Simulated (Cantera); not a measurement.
A closed system holds: 1 mol V, 8.4 mol NH3, 0.35 mol N2, at 0.0290 bar.

Cantera equilibrium calculation (NASA polynomials, part measured and part estimated; ideal gas, pure solids and liquids). Candidate condensed phases: V, VN; 11 gas species. Condensed phases not in the tables: V2N, N, O or C dissolved in the metal. Rates play no part.

x: gas mole fraction; n: condensed amount in mol.

```json
[
 {"T (°C)": "1902", "x H2": "0.713", "x N2": "0.262", "x H": "0.0242", "x V": "0.000900", "x VN": "1.25e-7", "x N": "?", "x NH": "1.27e-8", "n V(s)": "0.984", "n V(l)": "0"},
 {"T (°C)": "1952", "x H2": "0.706", "x N2": "0.261", "x H": "0.0320", "x V": "0.00164", "x VN": "2.27e-7", "x N": "?", "x NH": "1.97e-8", "n V(s)": "0", "n V(l)": "0.971"},
 {"T (°C)": "2002", "x H2": "0.696", "x N2": "0.259", "x H": "0.0416", "x V": "0.00289", "x VN": "3.97e-7", "x N": "?", "x NH": "2.98e-8", "n V(s)": "0", "n V(l)": "0.949"},
 {"T (°C)": "2052", "x H2": "0.685", "x N2": "0.257", "x H": "0.0535", "x V": "0.00496", "x VN": "6.78e-7", "x N": "?", "x NH": "4.42e-8", "n V(s)": "0", "n V(l)": "0.912"},
 {"T (°C)": "2102", "x H2": "0.670", "x N2": "0.254", "x H": "0.0678", "x V": "0.00830", "x VN": "1.13e-6", "x N": "?", "x NH": "6.42e-8", "n V(s)": "0", "n V(l)": "0.851"},
 {"T (°C)": "2152", "x H2": "0.651", "x N2": "0.250", "x H": "0.0848", "x V": "0.0136", "x VN": "1.83e-6", "x N": "?", "x NH": "9.13e-8", "n V(s)": "0", "n V(l)": "0.753"},
 {"T (°C)": "2202", "x H2": "0.628", "x N2": "0.246", "x H": "0.105", "x V": "0.0218", "x VN": "2.91e-6", "x N": "?", "x NH": "1.27e-7", "n V(s)": "0", "n V(l)": "0.596"},
 {"T (°C)": "2252", "x H2": "0.599", "x N2": "0.239", "x H": "0.127", "x V": "0.0343", "x VN": "4.51e-6", "x N": "?", "x NH": "1.73e-7", "n V(s)": "0", "n V(l)": "0.348"},
 {"T (°C)": "2302", "x H2": "0.565", "x N2": "0.232", "x H": "0.153", "x V": "0.0509", "x VN": "6.58e-6", "x N": "?", "x NH": "2.30e-7", "n V(s)": "0", "n V(l)": "0"},
 {"T (°C)": "2352", "x H2": "0.539", "x N2": "0.228", "x H": "0.183", "x V": "0.0500", "x VN": "6.41e-6", "x N": "?", "x NH": "3.06e-7", "n V(s)": "0", "n V(l)": "0"}
]
```

What belongs in the gaps?


- 1902, x N: 2.77e-8
- 1952, x N: 5.02e-8
- 2002, x N: 8.86e-8
- 2052, x N: 1.52e-7
- 2102, x N: 2.56e-7
- 2152, x N: 4.20e-7
- 2202, x N: 6.73e-7
- 2252, x N: 1.06e-6
- 2302, x N: 1.62e-6
- 2352, x N: 2.47e-6
